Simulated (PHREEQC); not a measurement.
NaOH is added in steps, without added water, to 1 kg of water holding 0.0037 mol/kgw CuSO4, 7.5e-05 mol/kgw H2SO4 and 0.0036 mol/kgw KCl, at 22 °C. Oxygen alone is held at its pressure in air (log pO2 = -0.68). CO2 from the air is kept out. Only these solids could form: Cu(OH)2, Brochantite, Antlerite, Atacamite, Halite, Mirabilite, Chalcanthite.

Base run: PHREEQC, ion-association model, wateq4f.dat. Each further column changes one thing. The table gives pH.

| NaOH added (mol) | base | H2SO4 from 7.5e-05 to 0.000375 mol/kgw | temperature from 22 to 20 °C | H2SO4 from 7.5e-05 to 1.5e-05 mol/kgw | no solid may form |
|---|---|---|---|---|---|
| 0 | 3.94 | 3.24 | 3.94 | 4.61 | 3.94 |
| 0.0015 | 4.90 | 4.85 | 4.90 | 4.92 | 6.39 |
| 0.003 | 5.05 | … | 5.05 | 5.05 | … |
| 0.0045 | 5.27 | 5.15 | 5.27 | … | 7.16 |
| 0.006 | 8.47 | 5.67 | 8.63 | 8.47 | 7.54 |
| 0.0075 | 8.51 | 8.51 | 8.67 | 9.89 | 8.47 |
| 0.009 | 11.21 | … | 11.27 | 11.24 | 11.19 |
| 0.0105 | 11.51 | 11.41 | 11.58 | 11.53 | 11.50 |
| 0.012 | 11.69 | 11.62 | 11.76 | 11.70 | 11.67 |

**Question.** Complete the blanks.

**Answer.** 
- 0.003, H2SO4 from 7.5e-05 to 0.000375 mol/kgw: 5.00
- 0.003, no solid may form: 6.78
- 0.0045, H2SO4 from 7.5e-05 to 1.5e-05 mol/kgw: 5.30
- 0.009, H2SO4 from 7.5e-05 to 0.000375 mol/kgw: 10.97

The database's constant for dissolved Cu(OH)2 is higher than later reviews accept. In at least one series the solution becomes supersaturated in solids that the run did not let form, among them Cu(OH)2, Brochantite, Antlerite, Atacamite.
